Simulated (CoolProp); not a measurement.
Vapour-liquid equilibrium of R125 (1) + R143a (2) at 3.12 bar; x and y are mole fractions of (1).

Model: multi-fluid Helmholtz-energy mixture model, Lemmon 2005 and Lemmon and Jacobsen 2000; pair parameters Lemmon 2004, in CoolProp.

```
x     bubble temperature (K)  y at the bubble point  dew temperature at overall composition x (K)  liquid density (mol/L)
----  ----------------------  ---------------------  --------------------------------------------  ----------------------
0.05                   252.9                  0.048                                         252.9                   12.89
0.2                    253.0                  0.199                                         253.0                   12.70
0.35                   253.0                  0.356                                         253.0                   12.52
0.5                    252.8                  0.515                                         252.8                   12.34
0.65                   252.4                  0.671                                         252.5                   12.17
0.8                    251.9                  0.820                                         252.0                   12.00
0.95                   251.3                  0.957                                         251.4                   11.84
```

y crosses x between x = 0.2 and 0.35: the model has an azeotrope there.

The pair parameters rest on a limited set of measurements; away from them the model extrapolates.
